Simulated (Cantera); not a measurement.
Charge: 1 mol AlN, 1.1 mol HCl, 38 mol H₂, held at 1823.15 K and 100 Torr.

Equilibrium computed with Cantera from the NASA thermochemical tables; the gas is ideal and each condensed phase is pure. Candidate condensed phases: Al, AlCl₃, AlN, NH₄Cl; 20 gas species. The tables' values for AlCl₂ are old estimates; treat these amounts as uncertain. The numbers say what is thermodynamically allowed, not how fast it happens.

Base state: H₂ 0.960, AlCl 0.0232, N₂ 0.0118, HCl 0.00360, H 0.00116, AlCl₂ 0.000285, Al 9.72e-5, AlH 1.49e-5 (mole fractions); condensed: AlN(s).

Task: What changes in the equilibrium state with this change: temperature from 1823.15 K to 1350 K?

Result: 
| species | before | after |
|---|---|---|
| H₂ | 0.960 | 0.976 |
| HCl | 0.00360 | 0.0190 |
| AlCl₃ | 1.01e-5 | 0.00292 |
| AlCl | 0.0232 | 0.000107 |
| N₂ | 0.0118 | 0.00159 |
| Al | 9.72e-5 | <1e-9 |
| AlH | 1.49e-5 | <1e-9 |
| AlN(s), mol | 0.0523 | 0.876 |

Task: What changes in the equilibrium state with this change: HCl from 1.1 to 14 mol?

Result: 
```csv
species,before,after
H₂,0.960,0.747
HCl,0.00360,0.223
AlCl₃,1.01e-5,0.0102
AlCl,0.0232,0.00476
N₂,0.0118,0.00954
AlH,1.49e-5,3.83e-8
Al,9.72e-5,2.83e-7
Cl,3.33e-6,0.000234
AlCl₂,0.000285,0.00410
H,0.00116,0.00103
"AlN(s), mol",0.0523,0
```
